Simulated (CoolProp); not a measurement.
The fluoroketone C6F12O (FK-5-1-12) along the isobar 2.17 MPa: Z from the reference equation and from simpler models built on Tc = 168.7 °C, pc = 1.869 MPa, ω = 0.471; each cubic takes its own stable root.

The numbers come from the reference Helmholtz-energy equation of state, McLinden 2015 in CoolProp.

```csv
T (°C),phase,reference,van der Waals,Soave-Redlich-Kwong
-69.05,liquid,0.2164,0.3706,0.2424
-39.45,liquid,___,0.3344,0.2181
-9.85,liquid,0.1832,0.3078,0.2007
19.75,liquid,___,___,0.1885
49.35,liquid,0.1662,0.2747,0.1809
78.95,liquid,0.1624,0.2663,0.1779
108.45,liquid,0.1625,0.2640,0.1809
138.05,liquid,0.1689,___,___
167.65,liquid,0.2001,0.3007,0.2505
197.25,supercritical,___,0.5329,0.6057
226.85,supercritical,___,0.6630,0.7357
```

### Question
Some entries are withheld; supply them.

### Answer

- -39.45, reference: 0.1972
- 19.75, reference: 0.1730
- 19.75, van der Waals: 0.2883
- 138.05, van der Waals: 0.2705
- 138.05, Soave-Redlich-Kwong: 0.1947
- 197.25, reference: 0.5846
- 226.85, reference: 0.7168
